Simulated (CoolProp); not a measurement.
Properties of CH3F (R41) along the isobar 230 kPa (Tc = 44.1 °C, pc = 5906 kPa, ω = 0.200).

Computed with CoolProp (reference Helmholtz-energy equation of state, Lemmon 2006). It is a short technical equation, of lower accuracy than the large ones.

| T (°C) | phase | density (kg/m³) | cp (kJ/(kg K)) | speed of sound (m/s) | Joule-Thomson coefficient (K/MPa) | fugacity coefficient |
|---|---|---|---|---|---|---|
| 19.35 | gas | 3.285 | [?] | 299.7 | 19.00 | 0.9800 |
| 25.95 | gas | 3.208 | 1.142 | 302.9 | 17.80 | 0.9814 |
| 32.55 | gas | 3.135 | 1.149 | 306.1 | 16.70 | 0.9827 |
| 39.05 | gas | 3.066 | 1.157 | 309.1 | 15.72 | 0.9839 |
| 45.65 | gas | 2.999 | 1.165 | 312.1 | 14.81 | 0.9850 |
| 52.25 | gas | 2.935 | 1.175 | 315.1 | 13.97 | 0.9859 |
| 58.85 | gas | 2.874 | 1.185 | 318.0 | 13.20 | 0.9868 |
| 65.45 | gas | 2.815 | 1.195 | 320.9 | 12.50 | 0.9877 |
| 72.05 | gas | 2.759 | 1.206 | 323.7 | 11.84 | 0.9884 |
| 78.55 | gas | 2.706 | 1.217 | [?] | [?] | 0.9891 |
| 85.15 | gas | 2.655 | [?] | [?] | 10.68 | 0.9898 |
| 91.75 | gas | 2.605 | 1.241 | 331.8 | 10.16 | 0.9904 |
| 98.35 | gas | 2.557 | 1.254 | 334.5 | 9.671 | 0.9909 |
| 104.95 | gas | 2.512 | 1.266 | 337.1 | 9.216 | 0.9914 |
| 111.45 | gas | 2.468 | 1.279 | [?] | 8.797 | 0.9919 |

Q: Complete the blanks.

A: 
- 19.35, cp (kJ/(kg K)): 1.136
- 78.55, speed of sound (m/s): 326.4
- 78.55, Joule-Thomson coefficient (K/MPa): 11.24
- 85.15, cp (kJ/(kg K)): 1.229
- 85.15, speed of sound (m/s): 329.1
- 111.45, speed of sound (m/s): 339.6
